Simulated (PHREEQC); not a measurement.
Make-up at 25 °C: 0.031 mol/kgw HNO3 and 0.0061 mol/kgw MnSO4. Closed to the air; pH follows from the charge balance.

Computed with PHREEQC (ion-association model, phreeqc.dat).

This is a speciation only: nothing precipitates in the calculation.

### Question
Predict the pH, ionic strength, specific conductance.

### Answer
pH 1.62; ionic strength 0.0469 mol/kgw; specific conductance 11300 µS/cm.

### Question
In which forms is S present?

### Answer
HSO4- 52 %, SO4-2 39 %, MnSO4 8.8 % of the S.
